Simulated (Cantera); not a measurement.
N2O furnace oxynitridation

An isothermal, constant-pressure homogeneous reactor starts with 93.0 % N₂O, 6.98 % H₂O, at 1200 K and 1.38 atm.

Model: GRI-Mech 3.0 (53 species, 325 reactions), integrated in Cantera. GRI-Mech 3.0 was tuned for natural gas; its chemistry of N2O as a main component is partial and can be far from experiment. The mechanism lacks the step 2 NO + O2 → 2 NO2, which can matter for NO2 below about 1400 K. The temperature is held fixed by assumption; the heat of reaction is taken as removed at once.

```json
[
 {"t (s)": "2.00e-5", "x N₂O": "0.930", "x H₂O": "0.0698", "x H₂O₂": "1.17e-11", "x N₂": "1.61e-5", "x HO₂": "3.29e-8"},
 {"t (s)": "6.59e-5", "x N₂O": "0.930", "x H₂O": "0.0698", "x H₂O₂": "6.15e-10", "x N₂": "5.74e-5", "x HO₂": "4.32e-7"},
 {"t (s)": "0.000217", "x N₂O": "0.930", "x H₂O": "0.0698", "x H₂O₂": "2.81e-8", "x N₂": "0.000196", "x HO₂": "3.30e-6"},
 {"t (s)": "0.000714", "x N₂O": "0.929", "x H₂O": "0.0697", "x H₂O₂": "2.30e-7", "x N₂": "0.000661", "x HO₂": "6.75e-6"},
 {"t (s)": "0.00235", "x N₂O": "0.927", "x H₂O": "0.0697", "x H₂O₂": "1.67e-7", "x N₂": "0.00221", "x HO₂": "5.29e-6"},
 {"t (s)": "0.00775", "x N₂O": "0.919", "x H₂O": "0.0695", "x H₂O₂": "1.14e-7", "x N₂": "0.00729", "x HO₂": "3.86e-6"},
 {"t (s)": "0.0255", "x N₂O": "0.895", "x H₂O": "0.0689", "x H₂O₂": "8.55e-8", "x N₂": "0.0234", "x HO₂": "2.44e-6"},
 {"t (s)": "0.0840", "x N₂O": "0.821", "x H₂O": "0.0672", "x H₂O₂": "7.71e-8", "x N₂": "0.0715", "x HO₂": "1.21e-6"},
 {"t (s)": "0.277", "x N₂O": "0.636", "x H₂O": "0.0628", "x H₂O₂": "6.94e-8", "x N₂": "0.193", "x HO₂": "5.01e-7"},
 {"t (s)": "0.911", "x N₂O": "0.325", "x H₂O": "0.0554", "x H₂O₂": "4.66e-8", "x N₂": "0.398", "x HO₂": "1.95e-7"},
 {"t (s)": "3.00", "x N₂O": "0.0698", "x H₂O": "0.0493", "x H₂O₂": "1.64e-8", "x N₂": "0.569", "x HO₂": "6.89e-8"}
]
```
x: mole fraction; the columns are a selection and need not sum to one.

Equilibrium at this temperature and pressure: N₂O 1.61e-8, H₂O 0.0476, H₂O₂ 7.60e-10, N₂ 0.635, HO₂ 1.37e-8 (gas phase only).
